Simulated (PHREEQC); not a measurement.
A PHREEQC input (ion-association model, wateq4f.dat):

```
SOLUTION 1
  temp 90
  units mg/L
  pH 6.38
  pe 9.6
  Na 4.79
  K 0.278
  Ca 3.71
  Mg 0.0279
  Cl 9.38
  S(6) 0.493 as SO4
  Alkalinity 7.1
  Pb 2.28
  O(0) 0.0205
  Ba 0.00655
  B 0.00344
  Br 0.00372
END
USE solution 1
EQUILIBRIUM_PHASES 1
  Quartz 0 0.5
  CO2(g) -2 10
END
```

The run finishes without an error or a warning.

Its last state differs from that of the intended input:

```json
[
 {"quantity": "pH", "as run": "6.43", "intended": "6.35"},
 {"quantity": "ionic strength (mol/kgw)", "as run": "0.000519", "intended": "0.000509"},
 {"quantity": "HCO3- (mol/kgw)", "as run": "0.000133", "intended": "0.000110"},
 {"quantity": "PbCO3 (mol/kgw)", "as run": "2.76e-6", "intended": "2.08e-6"},
 {"quantity": "H3SiO4- (mol/kgw)", "as run": "1.23e-6", "intended": "1.01e-6"},
 {"quantity": "CaHCO3+ (mol/kgw)", "as run": "2.22e-7", "intended": "1.83e-7"},
 {"quantity": "SI of Cerrusite (PbCO3)", "as run": "-0.31", "intended": "-0.43"}
]
```

Q: One thing in the input isn't as intended. What explains the difference?

A: This is not unique; one that fits is The fault: 'as HCO3' left off the alkalinity, which is then read as CaCO3.
